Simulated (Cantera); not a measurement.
# Low-pressure radical oxidation in H2/O2

An isothermal, constant-pressure homogeneous reactor starts with H2 : O2 = 0.03 : 1 (molar parts), equivalence ratio 0.015, at 1425 K and 2670 Pa.

Cantera simulation using the H2/O2 subset of GRI-Mech 3.0, which has no nitrogen chemistry; the numbers are that mechanism's predictions, not measurements. Radical loss at walls, strong at low pressure, is not modelled.

| t (s) | x H2 | x O2 | x HO2 | x H2O | x OH | x H2O2 | x H |
|---|---|---|---|---|---|---|---|
| 7.00e-6 | 0.0291 | 0.971 | 1.30e-8 | 2.30e-10 | 3.79e-9 | 1.15e-12 | 9.38e-9 |
| 3.10e-5 | 0.0291 | 0.971 | 5.76e-8 | 1.25e-8 | 4.24e-8 | 2.21e-11 | 2.50e-8 |
| 0.000137 | 0.0291 | 0.971 | 2.55e-7 | 6.83e-7 | 6.42e-7 | 4.00e-10 | 1.93e-7 |
| 0.000608 | 0.0258 | 0.968 | 1.99e-6 | 0.00238 | 0.00154 | 1.61e-8 | 0.000454 |
| 0.00269 | 0.000296 | 0.946 | 2.08e-6 | 0.0260 | 0.00377 | 5.31e-8 | 0.00194 |
| 0.0119 | 0.000240 | 0.950 | 1.90e-6 | 0.0266 | 0.00341 | 5.02e-8 | 0.00139 |
| 0.0528 | 0.000112 | 0.961 | 1.31e-6 | 0.0279 | 0.00233 | 3.85e-8 | 0.000423 |
| 0.234 | 1.81e-5 | 0.969 | 4.27e-7 | 0.0290 | 0.000945 | 1.64e-8 | 2.68e-5 |
| 1.04 | 1.64e-6 | 0.970 | 8.27e-8 | 0.0294 | 0.000285 | 3.73e-9 | 7.20e-7 |
| 4.59 | 2.08e-7 | 0.970 | 6.47e-8 | 0.0295 | 0.000102 | 8.58e-10 | 3.26e-8 |
| 20.3 | 1.22e-7 | 0.970 | 7.64e-8 | 0.0295 | 7.78e-5 | 6.25e-10 | 1.47e-8 |
| 90.0 | 1.22e-7 | 0.970 | 7.65e-8 | 0.0295 | 7.78e-5 | 6.25e-10 | 1.47e-8 |
x: mole fraction; the columns are a selection and need not sum to one.

Equilibrium at this temperature and pressure: H2 1.22e-7, O2 0.970, HO2 7.65e-8, H2O 0.0295, OH 7.78e-5, H2O2 6.25e-10, H 1.47e-8 (gas phase only).
